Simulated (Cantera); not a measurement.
Input: 1 mol Cu₂O, 0.42 mol H₂, held at 998.15 K and 170000 Pa.

Equilibrium computed with Cantera from the NASA thermochemical tables; the gas is ideal and each condensed phase is pure. Candidate condensed phases: Cu, CuO, Cu(OH)₂, Cu₂O, H₂O; 12 gas species. Equilibrium is a limit: real reactors are often held back by kinetics, nucleation or transport.

Base state: H₂O 1.000 (mole fractions); condensed: Cu(s) + Cu₂O(s).

### Question
What changes in the equilibrium state with this change: Cu₂O replaced by NiS?

### Answer
```csv
species,before,after
H₂S,0,0.792
H₂,8.38e-6,0.207
S₂,0,0.000448
H₂O,1.000,0
"Cu(s), mol",0.840,0
"Cu₂O(s), mol",0.580,0
"Ni₃S₂(s), mol",0,0.333
```
Gases not in the tables: S₃ to S₇. Further candidate phases: Ni, NiS, NiS₂, Ni₃S₂, Ni₃S₄, S.

### Question
What changes in the equilibrium state with this change: temperature from 998.15 K to 2075 K?

### Answer
```
species        before     after
------------  -------  --------
H₂O             1.000     0.973
O₂              <1e-9    0.0144
Cu              <1e-9   0.00495
OH            1.25e-9   0.00408
H               <1e-9  0.000114
Cu(s), mol      0.840         0
Cu₂O(s), mol    0.580         0
Cu(l), mol          0     0.862
Cu₂O(l), mol        0     0.568
```
Each liquid is taken as pure. Mutual solubility and eutectic melting of coexisting phases are not modelled.
